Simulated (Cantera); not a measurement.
## Low-pressure radical oxidation in H2/O2

An isothermal, constant-pressure homogeneous reactor starts with 6.72 % H₂, 93.3 % O₂, equivalence ratio 0.036, at 1375 K and 0.0263 atm.

Cantera simulation using the H2/O2 subset of GRI-Mech 3.0, which has no nitrogen chemistry; the numbers are that mechanism's predictions, not measurements. Radical loss at walls, strong at low pressure, is not modelled. The temperature is held fixed by assumption; the heat of reaction is taken as removed at once.

```tsv
t (s)	x H₂	x O₂	x O	x H₂O	x OH	x H	x H₂O₂
7.00e-5	0.0672	0.933	2.48e-7	2.50e-7	2.03e-7	1.46e-7	2.05e-10
0.000165	0.0672	0.933	4.12e-6	5.95e-6	3.29e-6	2.15e-6	1.10e-9
0.000387	0.0632	0.930	0.00183	0.00279	0.00142	0.000947	1.65e-8
0.000910	0.00159	0.880	0.0445	0.0570	0.00737	0.00998	1.60e-7
0.00214	0.00134	0.884	0.0413	0.0584	0.00688	0.00856	1.51e-7
0.00503	0.00112	0.892	0.0337	0.0604	0.00632	0.00637	1.48e-7
0.0118	0.000750	0.905	0.0219	0.0634	0.00521	0.00336	1.37e-7
0.0278	0.000342	0.919	0.00969	0.0664	0.00354	0.000995	1.08e-7
0.0654	0.000102	0.927	0.00284	0.0682	0.00194	0.000158	6.57e-8
0.154	2.39e-5	0.929	0.000662	0.0690	0.000944	1.79e-5	3.16e-8
0.362	5.59e-6	0.930	0.000155	0.0692	0.000457	2.02e-6	1.34e-8
0.851	1.47e-6	0.930	4.08e-5	0.0694	0.000235	2.74e-7	5.41e-9
2.00	4.57e-7	0.930	1.27e-5	0.0694	0.000131	4.78e-8	2.30e-9
```
x: mole fraction; the columns are a selection and need not sum to one.

Equilibrium at this temperature and pressure: H₂ 1.36e-7, O₂ 0.930, O 3.78e-6, H₂O 0.0695, OH 7.17e-5, H 7.79e-9, H₂O₂ 1.03e-9 (gas phase only).
